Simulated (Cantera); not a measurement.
An adiabatic, constant-pressure homogeneous reactor starts with CH4 : C2H6 : O2 : N2 = 1 : 0.1 : 2.53 : 16.9 (molar parts), at 1548 K and 7500 Torr.

Model: GRI-Mech 3.0 (53 species, 325 reactions), integrated in Cantera.

x: mole fraction; the columns are a selection and need not sum to one.

| t (s) | T (K) | x CH4 | x C2H6 | x O2 | x CH3 | x H | x C2H2 |
|---|---|---|---|---|---|---|---|
| 1.00e-6 | 1548 | 0.0487 | 0.00485 | 0.123 | 3.34e-5 | 8.69e-8 | 2.04e-11 |
| 2.26e-6 | 1548 | 0.0487 | 0.00483 | 0.123 | 7.45e-5 | 2.22e-7 | 3.30e-10 |
| 5.09e-6 | 1547 | 0.0486 | 0.00477 | 0.123 | 0.000157 | 7.15e-7 | ___ |
| 1.15e-5 | 1548 | 0.0483 | 0.00460 | 0.123 | 0.000272 | 2.12e-6 | ___ |
| 2.59e-5 | 1556 | 0.0465 | 0.00409 | 0.121 | 0.000371 | 5.20e-6 | ___ |
| 5.85e-5 | 1739 | 0.0242 | 0.00104 | 0.0950 | 0.00134 | 0.000135 | ___ |
| 0.000132 | 2603 | <1e-12 | <1e-12 | 0.0128 | <1e-12 | 0.000707 | <1e-12 |
| 0.000298 | 2605 | <1e-12 | <1e-12 | 0.0124 | <1e-12 | 0.000673 | <1e-12 |
| 0.000672 | 2603 | <1e-12 | <1e-12 | 0.0119 | <1e-12 | 0.000669 | <1e-12 |
| 0.00152 | 2598 | <1e-12 | <1e-12 | 0.0111 | <1e-12 | 0.000663 | <1e-12 |
| 0.00342 | 2595 | <1e-12 | <1e-12 | 0.0104 | <1e-12 | 0.000658 | <1e-12 |
| 0.00772 | 2593 | <1e-12 | <1e-12 | 0.0102 | <1e-12 | 0.000656 | <1e-12 |
| 0.0174 | 2593 | <1e-12 | <1e-12 | 0.0102 | <1e-12 | 0.000656 | <1e-12 |
| 0.0393 | 2593 | <1e-12 | <1e-12 | 0.0102 | <1e-12 | 0.000656 | <1e-12 |
| 0.0886 | 2593 | <1e-12 | <1e-12 | 0.0102 | <1e-12 | 0.000656 | <1e-12 |
| 0.200 | 2593 | <1e-12 | <1e-12 | 0.0102 | <1e-12 | 0.000656 | <1e-12 |

### Question
Complete the blanks.

### Answer

- 5.09e-6, x C2H2: 6.72e-9
- 1.15e-5, x C2H2: 1.76e-7
- 2.59e-5, x C2H2: 3.85e-6
- 5.85e-5, x C2H2: 0.000377
